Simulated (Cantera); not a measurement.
What does this Cantera script print?

```python
import numpy as np
import cantera as ct

gas_names = """
    H2O2 H
""".split()
cond_names = """
    NbO2(I) NbO2(II) NbO2(III) NbO2(L) Nb2O5(s) Nb2O5(L)
""".split()


# ... load() reads the species with a 1 bar reference pressure and builds the phases ...
species = {s.name: s for s in load("nasa_gas.yaml", gas_names) + load("nasa_condensed.yaml", cond_names)}
# Each term lists the table entries of one substance; the one whose range holds T is used.
reactions = {
    'H2O2(g) + 4 NbO2 = 2 Nb2O5 + 2 H(g)':
        [(-1, ['H2O2']), (-4, ['NbO2(I)', 'NbO2(II)', 'NbO2(III)', 'NbO2(L)']), (2, ['Nb2O5(s)', 'Nb2O5(L)']), (2, ['H'])],
}


def pick(names, T):
    return next(species[n] for n in names if species[n].thermo.min_temp <= T <= species[n].thermo.max_temp)


results = []
for label, terms in reactions.items():
    print(label)
    print("     T/K   dH/kJ  dS/(J/K)   dG/kJ   log10 K")
    for T in [2523, 2623, 2723, 2823, 2923]:
        used = [(nu, pick(names, T)) for nu, names in terms]
        dH = sum(nu * s.thermo.h(T) for nu, s in used) / 1e6
        dS = sum(nu * s.thermo.s(T) for nu, s in used) / 1e3
        dG = dH - T * dS / 1e3
        logK = -dG * 1e6 / (ct.gas_constant * T * np.log(10))
        results.append((label, T, dH, dS, dG, logK, [s.name for _, s in used]))
        print(f"{T:8g} {dH:8.1f} {dS:8.1f} {dG:8.1f} {logK:8.2f}")
```

Result:

```
H2O2(g) + 4 NbO2 = 2 Nb2O5 + 2 H(g)
     T/K   dH/kJ  dS/(J/K)   dG/kJ   log10 K
    2523   -142.5     39.7   -242.6     5.02
    2623   -135.3     42.5   -246.7     4.91
    2723   -128.1     45.2   -251.1     4.82
    2823   -120.9     47.7   -255.7     4.73
    2923   -113.8     50.2   -260.6     4.66
```

Source: NASA polynomial tables (part measured, part estimated), evaluated in Cantera. Condensed species are held in their standard states even where they would react or evaporate.
